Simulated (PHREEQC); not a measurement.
PHREEQC input (ion-association model, wateq4f.dat):

```
SOLUTION_MASTER_SPECIES
  An  An-  0  An  62.0  # stands for a non-complexing anion
SOLUTION_SPECIES
  An- = An-
    -log_k 0
    -gamma 3.0 0
  PO4-3 + 3H+ = H3PO4  # constants of phreeqc.dat
    -log_k 21.721
    -delta_h -10.1 kJ
PHASES
  Fix_H+
    H+ = H+
    -log_k 0
SOLUTION 1
  temp 25
  units mmol/kgw
  pH 7 charge
  As(5) 0.034
  Na 10.09
  P 0.022
  An 10
END
SELECTED_OUTPUT 1
  -reset false
  -pH true
  -pe true
  -ionic_strength true
  -water true
  -totals As Na P As(3) As(5)
  -molalities Hfo_wOH Hfo_wOH2+ Hfo_wO- Hfo_sOH Hfo_sOH2+ Hfo_sO- Hfo_wH2AsO4 Hfo_wHAsO4- Hfo_wOHAsO4-3 Hfo_wH2PO4
    Hfo_wHPO4- Hfo_wPO4-2
USER_PUNCH 1
  -headings sigma psi
  10 PUNCH EDL("sigma", "Hfo"), EDL("psi", "Hfo")
PRINT
  -reset false
USE solution 1
SURFACE 1
  Hfo_wOH 0.000337079 600 0.15
  Hfo_sOH 8.42697e-06
EQUILIBRIUM_PHASES 1
  Fix_H+ -4 HAn 10
    -force_equality true
  O2(g) -0.68 10
END
# ... the last block is repeated for the other 12 points of pH, with NaOH or the acid as the point needs
```

Selected output (columns that matter, 13 of 13 rows; pH added in front):

```
pH	mu	As	Na	P	m_Hfo_wOH	m_Hfo_wOH2+	m_Hfo_wO-	m_Hfo_sOH	m_Hfo_sOH2+	m_Hfo_sO-	m_Hfo_wH2AsO4	m_Hfo_wHAsO4-	sigma	psi
4	0.010275	1.4971e-10	0.01009	5.0076e-10	7.6906e-05	0.00020351	6.6579e-07	2.3057e-06	6.1013e-06	1.9961e-08	3.0752e-06	2.8527e-05	0.16119	0.16962
4.67	0.01016	2.1994e-10	0.01009	7.8217e-10	0.0001152	0.00016403	1.8533e-06	3.4536e-06	4.9178e-06	5.5563e-08	1.4628e-06	2.5216e-05	0.10082	0.14591
5.33	0.010121	4.7252e-10	0.01009	1.8948e-09	0.00014009	0.00013773	3.2642e-06	4.1999e-06	4.1292e-06	9.7863e-08	8.2578e-07	2.0618e-05	0.056227	0.11638
6	0.010104	1.4403e-09	0.01009	6.4524e-09	0.00015454	0.00012207	4.4818e-06	4.633e-06	3.6596e-06	1.3436e-07	5.5379e-07	1.7209e-05	0.028109	0.08237
6.67	0.010096	6.5694e-09	0.01009	3.1284e-08	0.00016249	0.00011329	5.3392e-06	4.8709e-06	3.396e-06	1.6005e-07	4.3114e-07	1.518e-05	0.012002	0.045943
7.33	0.010091	5.126e-08	0.01009	2.4798e-07	0.00016765	0.00010775	5.9755e-06	5.0209e-06	3.2271e-06	1.7896e-07	3.6265e-07	1.385e-05	0.0020725	0.0089899
8	0.01009	5.9691e-07	0.01009	2.7872e-06	0.00017655	0.00010083	7.082e-06	5.2302e-06	2.987e-06	2.098e-07	2.748e-07	1.1811e-05	-0.0066413	-0.027609
8.67	0.010099	4.1366e-06	0.01009	1.3358e-05	0.000204	8.3104e-05	1.1472e-05	5.7576e-06	2.3455e-06	3.2378e-07	1.086e-07	6.5439e-06	-0.016542	-0.058564
9.33	0.010136	1.2782e-05	0.010117	2.0325e-05	0.00023515	5.669e-05	2.2345e-05	6.3071e-06	1.5205e-06	5.9934e-07	1.871e-08	1.9051e-06	-0.029215	-0.084129
10	0.010271	2.3112e-05	0.010247	2.1752e-05	0.00024951	3.2348e-05	4.4087e-05	6.4508e-06	8.3634e-07	1.1398e-06	1.5963e-09	3.0223e-07	-0.047746	-0.10783
10.67	0.010731	3.0585e-05	0.010705	2.1968e-05	0.00023885	1.675e-05	7.8029e-05	6.033e-06	4.2307e-07	1.9709e-06	8.0821e-11	2.8291e-08	-0.078347	-0.13167
11.33	0.012688	3.3359e-05	0.012658	2.1996e-05	0.00020283	7.4724e-06	0.00012613	5.0805e-06	1.8717e-07	3.1592e-06	2.2132e-12	1.4747e-09	-0.13247	-0.15418
12	0.021997	3.3893e-05	0.021972	2.1999e-05	0.00012498	1.7017e-06	0.00021029	3.1255e-06	4.2556e-08	5.2588e-06	1.8589e-14	3.3513e-11	-0.22957	-0.16824
```

H3PO4, which wateq4f.dat lacks, is added to it with the constant of phreeqc.dat.
